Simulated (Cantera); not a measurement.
A Cantera script and what it prints.

```python
import numpy as np
import cantera as ct

gas_names = """
    AL ALH ALN AL2 H H2 N NH NH2 NH3 N2 N2H2 N2H4
""".split()
cond_names = """
    AL(cr) AL(L) ALN(s)
""".split()


def load(file, names, dense=False):
    # The tables refer to 1 bar. Condensed volumes are neglected.
    table = {s.name: s for s in ct.Species.list_from_file(file)}
    out = []
    for n in names:
        d = dict(table[n].input_data)
        d["thermo"] = dict(d["thermo"], **{"reference-pressure": 1e5})
        if dense:
            d["equation-of-state"] = {"model": "constant-volume", "density": "1e6 g/cm^3"}
        out.append(ct.Species.from_dict(d))
    return out


gas = ct.Solution(thermo="ideal-gas", species=load("nasa_gas.yaml", gas_names))
cond = {s.name: ct.Solution(thermo="fixed-stoichiometry", species=[s], name=s.name)
        for s in load("nasa_condensed.yaml", cond_names, dense=True)}
atoms = {
    'Al': {'AL': 1},
    'NH3': {'N': 1, 'H': 3},
    'H2': {'H': 2},
}
top_T = {'ALN(s)': 2750}  # K; cautious upper limits of use, not melting points


def equilibrate(T, P, feed):
    n = {}
    for name, mol in feed.items():
        for a, k in atoms[name].items():
            n[a] = n.get(a, 0.0) + k * mol
    gas.TPX = T, P, n
    mass = sum(n.values()) * gas.mean_molecular_weight
    gas.equilibrate("TP")
    valid = [c for c in cond.values() if c.min_temp <= T <= top_T.get(c.name, c.max_temp)]
    mix = ct.Mixture([(gas, mass / gas.mean_molecular_weight)] + [(c, 0.0) for c in valid])
    mix.T, mix.P = T, P
    mix.equilibrate("TP", solver="vcs", rtol=1e-11, max_steps=5000)
    return mix


results = []
T = 1950  # K
P = 22000  # Pa
for m in [0.21, 0.28, 0.38, 0.5, 0.67, 0.89, 1.2, 1.6, 2.1, 2.8, 3.7]:
    feed = {'Al': 1, 'NH3': m, 'H2': 4.2}  # mol
    mix = equilibrate(T, P, feed)
    results.append((T, P, feed, dict(zip(mix.species_names, mix.species_moles))))

top = {s: max(r[3][s] / sum(r[3][g] for g in gas_names) for r in results) for s in gas_names}
cols = sorted((s for s in top if top[s] > 0.001), key=lambda s: -top[s])[:5]
seen = [c for c in cond_names if any(r[3].get(c, 0) > 1e-12 for r in results)]
print("log10 of partial pressures in bar; condensed amounts in mol")
print(f"{'n(NH3)':>10s}" + "".join(f"{s[:9]:>10s}" for s in cols + seen))
for T, P, feed, n in results:
    ng = sum(n[g] for g in gas_names)
    print(f"{feed['NH3']:10.4g}" + "".join(f"{np.log10(max(n[s] / ng * P / 1e5, 1e-99)):10.3f}" for s in cols)
          + "".join(f"{n.get(c, 0):10.4g}" for c in seen))
```

It prints:

```
log10 of partial pressures in bar; condensed amounts in mol
    n(NH3)        H2        N2        AL       ALH         H     AL(L)    ALN(s)
      0.21    -0.667    -5.377    -2.422    -3.260    -3.274    0.6992    0.2098
      0.28    -0.667    -5.377    -2.422    -3.260    -3.274    0.6271    0.2798
      0.38    -0.667    -5.377    -2.422    -3.260    -3.274    0.5241    0.3798
       0.5    -0.667    -5.377    -2.422    -3.260    -3.274    0.4005    0.4998
      0.67    -0.667    -5.377    -2.422    -3.260    -3.274    0.2254    0.6698
      0.89    -0.667    -5.367    -2.427    -3.265    -3.274         0    0.8898
       1.2    -0.666    -2.435    -3.893    -4.731    -3.274         0    0.9959
       1.6    -0.678    -2.018    -4.101    -4.945    -3.280         0    0.9972
       2.1    -0.690    -1.815    -4.203    -5.053    -3.286         0    0.9974
       2.8    -0.703    -1.672    -4.275    -5.131    -3.292         0    0.9974
       3.7    -0.715    -1.573    -4.324    -5.186    -3.298         0    0.9973
```

Method: chemical equilibrium by Gibbs-energy minimisation in Cantera with the NASA 1993 tables (ideal gas, pure condensed phases). Mutual solubility and eutectic melting of coexisting phases are not modelled.
